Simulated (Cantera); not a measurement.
Input: 1 mol CCl4, 0.066 mol Si, 6.9 mol H2, at 600 °C and 0.280 bar.

Method: chemical equilibrium by Gibbs-energy minimisation in Cantera with the NASA 1993 tables (ideal gas, pure condensed phases). Candidate condensed phases: C, C6H6, C7H8, C8H18, Si, SiC; 109 gas species. The numbers say what is thermodynamically allowed, not how fast it happens.

Base state: H2 0.521, HCl 0.437, CH4 0.0340, SiCl4 0.00771, SiHCl3 1.97e-5 (mole fractions); condensed: C(graphite).

### Question
What changes in the equilibrium state with this change: Si from 0.066 to 0.11 mol?

### Answer
| species | before | after |
|---|---|---|
| H2 | 0.521 | 0.532 |
| HCl | 0.437 | 0.419 |
| CH4 | 0.0340 | 0.0355 |
| SiCl4 | 0.00771 | 0.0129 |
| SiHCl3 | 1.97e-5 | 3.52e-5 |
| C(graphite), mol | 0.709 | 0.699 |

### Question
What changes in the equilibrium state with this change: pressure from 0.280 bar to 1.90e-5 bar?

### Answer
```tsv
species	before	after
H2	0.521	0.570
HCl	0.437	0.423
SiCl4	0.00771	0.00743
CH4	0.0340	2.76e-6
SiCl3	1.38e-7	1.75e-5
SiHCl3	1.97e-5	2.15e-5
C(graphite), mol	0.709	1.000
```
The tables' values for SiCl3 are old estimates; treat these amounts as uncertain.
